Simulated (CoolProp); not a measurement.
The numbers come from the reference Helmholtz-energy equation of state, Thol 2019 in CoolProp.

Task: Give the vapour pressure (MPa), liquid density (kg/m³), vapour density (kg/m³), enthalpy of vaporisation (kJ/kg) of saturated n-hexane at 316.7 K.

Result: 
```csv
T (K),p (MPa),liquid density (kg/m³),vapour density (kg/m³),enthalpy of vaporisation (kJ/kg)
316.7,0.0427,638,1.43,353
```
